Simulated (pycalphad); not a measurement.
Si-Y solution, phase liquid, at 2050 K; mixing quantities and activities refer to the pure elements in the same phase at that temperature, stable or not. Over part of the range this solution is metastable.

CALPHAD calculation (pycalphad, COST 507 light-alloy database (1999)), 1 atm. These are 1990s assessments: newer ones move some temperatures and phases.

```json
[
 {"x(Y)": "0.02", "ΔH mix (kJ/mol)": "-2.78", "ΔG mix (kJ/mol)": "-6.48", "excess S (J/mol/K)": "0.99", "a(Si)": "0.969", "a(Y)": "2.65e-8"},
 {"x(Y)": "0.05", "ΔH mix (kJ/mol)": "-7.12", "ΔG mix (kJ/mol)": "-14.68", "excess S (J/mol/K)": "2.04", "a(Si)": "0.886", "a(Y)": "3.28e-7"},
 {"x(Y)": "0.1", "ΔH mix (kJ/mol)": "-14.56", "ΔG mix (kJ/mol)": "-25.86", "excess S (J/mol/K)": "2.81", "a(Si)": "0.698", "a(Y)": "6.55e-6"},
 {"x(Y)": "0.2", "ΔH mix (kJ/mol)": "-29.11", "ΔG mix (kJ/mol)": "-41.22", "excess S (J/mol/K)": "1.75", "a(Si)": "0.341", "a(Y)": "0.000412"},
 {"x(Y)": "0.3", "ΔH mix (kJ/mol)": "-41.40", "ΔG mix (kJ/mol)": "-49.51", "excess S (J/mol/K)": "-1.12", "a(Si)": "0.142", "a(Y)": "0.00591"},
 {"x(Y)": "0.4", "ΔH mix (kJ/mol)": "-49.77", "ΔG mix (kJ/mol)": "-52.58", "excess S (J/mol/K)": "-4.23", "a(Si)": "0.0570", "a(Y)": "0.0329"},
 {"x(Y)": "0.5", "ΔH mix (kJ/mol)": "-53.16", "ΔG mix (kJ/mol)": "-51.74", "excess S (J/mol/K)": "-6.46", "a(Si)": "0.0232", "a(Y)": "0.0997"},
 {"x(Y)": "0.6", "ΔH mix (kJ/mol)": "-51.11", "ΔG mix (kJ/mol)": "-47.80", "excess S (J/mol/K)": "-7.21", "a(Si)": "0.00931", "a(Y)": "0.211"},
 {"x(Y)": "0.7", "ΔH mix (kJ/mol)": "…", "ΔG mix (kJ/mol)": "…", "excess S (J/mol/K)": "-6.35", "a(Si)": "…", "a(Y)": "…"},
 {"x(Y)": "0.8", "ΔH mix (kJ/mol)": "-31.79", "ΔG mix (kJ/mol)": "-31.67", "excess S (J/mol/K)": "-4.22", "a(Si)": "0.000870", "a(Y)": "0.571"},
 {"x(Y)": "0.9", "ΔH mix (kJ/mol)": "…", "ΔG mix (kJ/mol)": "…", "excess S (J/mol/K)": "-1.67", "a(Si)": "…", "a(Y)": "…"},
 {"x(Y)": "0.95", "ΔH mix (kJ/mol)": "-8.31", "ΔG mix (kJ/mol)": "-10.42", "excess S (J/mol/K)": "-0.62", "a(Si)": "2.22e-5", "a(Y)": "0.923"},
 {"x(Y)": "0.98", "ΔH mix (kJ/mol)": "-3.31", "ΔG mix (kJ/mol)": "-4.61", "excess S (J/mol/K)": "-0.18", "a(Si)": "4.61e-6", "a(Y)": "0.975"}
]
```

### Question
Complete the blanks.

### Answer

- 0.7, ΔH mix (kJ/mol): -43.75
- 0.7, ΔG mix (kJ/mol): -41.15
- 0.7, a(Si): 0.00334
- 0.7, a(Y): 0.366
- 0.9, ΔH mix (kJ/mol): -16.57
- 0.9, ΔG mix (kJ/mol): -18.70
- 0.9, a(Si): 0.000112
- 0.9, a(Y): 0.812
